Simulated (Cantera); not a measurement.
Thermodynamics of roasting and sulfation, feed FeS2 + SO2 + O2

Input: 1 mol FeS2, 0.11 mol SO2, 0.077 mol O2, equilibrated at 150000 Pa.

Cantera equilibrium calculation (NASA polynomials, part measured and part estimated; ideal gas, pure solids and liquids). Candidate condensed phases: Fe, FeO, FeS, FeSO4, FeS2, Fe2O3, Fe2(SO4)3, Fe3O4, S; 12 gas species. FeS: taken at fixed stoichiometry. Gases not in the tables: S3 to S7. Kinetics and transport are ignored.

At 873 K the condensed part is FeS2(s) + Fe3O4(s). At 948 K the condensed part is FeS(s) + FeS2(s). From 1023 K to 1398 K the condensed part is FeS(s). From 1473 K to 1548 K the condensed part is FeS(l).

| T (K) | x SO2 | x S2 | x S2O | x SO | n FeS2(s) | n Fe3O4(s) | n FeS(s) | n FeS(l) |
|---|---|---|---|---|---|---|---|---|
| 873 | 0.992 | 0.00627 | 0.00153 | 1.99e-6 | 0.970 | 0.00994 | 0 | 0 |
| 948 | 0.942 | 0.0509 | 0.00688 | 1.23e-5 | 0.901 | 0 | 0.0992 | 0 |
| 1023 | 0.278 | 0.696 | 0.0256 | 3.98e-5 | 0 | 0 | 1.00 | 0 |
| 1098 | 0.278 | 0.697 | 0.0249 | 0.000106 | 0 | 0 | 1.00 | 0 |
| 1173 | 0.278 | 0.698 | 0.0242 | 0.000248 | 0 | 0 | 1.00 | 0 |
| 1248 | 0.278 | 0.698 | 0.0237 | 0.000524 | 0 | 0 | 1.00 | 0 |
| 1323 | 0.278 | 0.698 | 0.0232 | 0.00102 | 0 | 0 | 1.00 | 0 |
| 1398 | 0.278 | 0.698 | 0.0228 | 0.00184 | 0 | 0 | 1.00 | 0 |
| 1473 | 0.277 | 0.698 | 0.0223 | 0.00313 | 0 | 0 | 0 | 1.00 |
| 1548 | 0.276 | 0.697 | 0.0219 | 0.00504 | 0 | 0 | 0 | 1.00 |
x: gas mole fraction; n: condensed amount in mol.
